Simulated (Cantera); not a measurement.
Input: 1 mol Ta2O5, 24 mol H2, held at 1.00 bar.

Method: chemical equilibrium by Gibbs-energy minimisation in Cantera with the NASA 1993 tables (ideal gas, pure condensed phases). Candidate condensed phases: H2O, Ta, Ta2O5; 12 gas species. Mutual solubility and eutectic melting of coexisting phases are not modelled. Condensed phases not in the tables: N, O or C dissolved in the metal. Kinetics and transport are ignored.

x: gas mole fraction; n: condensed amount in mol.

```json
[
 {"T (°C)": "1275", "x H2": "1.000", "x H": "3.08e-5", "x H2O": "0.000137", "x TaO2": "3.63e-11", "x TaO": "7.67e-12", "x OH": "1.40e-10", "n Ta(s)": "[?]", "n Ta2O5(s)": "0.999", "n Ta2O5(l)": "0"},
 {"T (°C)": "1350", "x H2": "1.000", "x H": "6.91e-5", "x H2O": "0.000234", "x TaO2": "3.02e-10", "x TaO": "6.20e-11", "x OH": "6.76e-10", "n Ta(s)": "[?]", "n Ta2O5(s)": "0.999", "n Ta2O5(l)": "0"},
 {"T (°C)": "1425", "x H2": "0.999", "x H": "0.000145", "x H2O": "0.000380", "x TaO2": "2.06e-9", "x TaO": "4.15e-10", "x OH": "2.83e-9", "n Ta(s)": "[?]", "n Ta2O5(s)": "0.998", "n Ta2O5(l)": "0"},
 {"T (°C)": "1500", "x H2": "0.999", "x H": "0.000284", "x H2O": "0.000592", "x TaO2": "1.19e-8", "x TaO": "2.36e-9", "x OH": "1.04e-8", "n Ta(s)": "[?]", "n Ta2O5(s)": "0.997", "n Ta2O5(l)": "0"},
 {"T (°C)": "1575", "x H2": "0.999", "x H": "0.000530", "x H2O": "0.000888", "x TaO2": "5.95e-8", "x TaO": "1.16e-8", "x OH": "3.46e-8", "n Ta(s)": "[?]", "n Ta2O5(s)": "0.996", "n Ta2O5(l)": "0"},
 {"T (°C)": "1650", "x H2": "0.998", "x H": "0.000941", "x H2O": "0.00129", "x TaO2": "2.61e-7", "x TaO": "5.03e-8", "x OH": "1.04e-7", "n Ta(s)": "[?]", "n Ta2O5(s)": "0.994", "n Ta2O5(l)": "0"},
 {"T (°C)": "1725", "x H2": "0.997", "x H": "0.00160", "x H2O": "0.00181", "x TaO2": "1.02e-6", "x TaO": "1.94e-7", "x OH": "2.89e-7", "n Ta(s)": "[?]", "n Ta2O5(s)": "0.991", "n Ta2O5(l)": "0"},
 {"T (°C)": "1800", "x H2": "0.995", "x H": "0.00262", "x H2O": "0.00245", "x TaO2": "3.50e-6", "x TaO": "6.73e-7", "x OH": "7.35e-7", "n Ta(s)": "[?]", "n Ta2O5(s)": "0", "n Ta2O5(l)": "0.988"},
 {"T (°C)": "1875", "x H2": "0.993", "x H": "0.00415", "x H2O": "0.00312", "x TaO2": "1.02e-5", "x TaO": "2.05e-6", "x OH": "1.68e-6", "n Ta(s)": "[?]", "n Ta2O5(s)": "0", "n Ta2O5(l)": "0.985"}
]
```

Q: Fill in the missing entries.

A: 
- 1275, n Ta(s): 0.00131
- 1350, n Ta(s): 0.00224
- 1425, n Ta(s): 0.00365
- 1500, n Ta(s): 0.00569
- 1575, n Ta(s): 0.00852
- 1650, n Ta(s): 0.0124
- 1725, n Ta(s): 0.0174
- 1800, n Ta(s): 0.0235
- 1875, n Ta(s): 0.0299
